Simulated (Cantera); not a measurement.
Feed: 1 mol H₂S, 0.021 mol O₂, 41 mol N₂, equilibrated at 0.570 bar.

Method: chemical equilibrium by Gibbs-energy minimisation in Cantera with the NASA 1993 tables (ideal gas, pure condensed phases). Candidate condensed phases: H₂O, H₂SO₄, S; 35 gas species. The numbers say what is thermodynamically allowed, not how fast it happens.

At 2500 K, list the 5 most abundant gas species with their mole fractions, and the condensed phases.

N₂ 0.960, H₂ 0.0193, S₂ 0.00771, S 0.00510, H 0.00463. Condensed: gas only.
